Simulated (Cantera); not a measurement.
Input (Python, Cantera):

```python
import numpy as np
import cantera as ct

gas = ct.Solution("gri30.yaml", transport_model="mixture-averaged")
show = ['NH3', 'NO', 'C2H2']

rows = []
print(f"{'T/K':>7s}{'rho':>11s}{'cp':>10s}{'mu':>11s}{'lambda':>11s}{'Pr':>7s}" + "".join(f"{'D_' + s:>11s}" for s in show))
for T in [400, 600, 800, 1000, 1200, 1400]:
    gas.TPX = T, 58, {'N2O': 0.28}
    Pr = gas.cp_mass * gas.viscosity / gas.thermal_conductivity
    D = [gas.mix_diff_coeffs_mole[gas.species_index(s)] for s in show]
    rows.append([gas.density, gas.cp_mass, gas.viscosity, gas.thermal_conductivity, Pr, *D])
    print(f"{T:7g}{gas.density:11.4e}{gas.cp_mass:10.1f}{gas.viscosity:11.4e}"
          f"{gas.thermal_conductivity:11.4e}{Pr:7.3f}" + "".join(f"{d:11.4e}" for d in D))
print("SI units: kg/m3, J/kg/K, Pa s, W/m/K, m2/s")
```

It prints:

```
    T/K        rho        cp         mu     lambda     Pr      D_NH3       D_NO     D_C2H2
    400 7.6756e-04     970.3 1.9459e-05 2.5465e-02  0.741 4.9274e-02 4.5117e-02 3.6734e-02
    600 5.1171e-04    1101.3 2.7324e-05 4.0717e-02  0.739 1.0699e-01 9.1981e-02 7.6915e-02
    800 3.8378e-04    1191.6 3.4048e-05 5.4884e-02  0.739 1.8157e-01 1.5063e-01 1.2771e-01
   1000 3.0703e-04    1254.7 4.0022e-05 6.7953e-02  0.739 2.7072e-01 2.1978e-01 1.8783e-01
   1200 2.5585e-04    1294.3 4.5464e-05 8.0076e-02  0.735 3.7295e-01 2.9857e-01 2.5644e-01
   1400 2.1930e-04    1326.8 5.0510e-05 9.1407e-02  0.733 4.8717e-01 3.8639e-01 3.3292e-01
SI units: kg/m3, J/kg/K, Pa s, W/m/K, m2/s
```

Cantera simulation using GRI-Mech 3.0 (53 species, 325 reactions); the numbers are that mechanism's predictions, not measurements. The composition is frozen, though it would react at the higher temperatures.
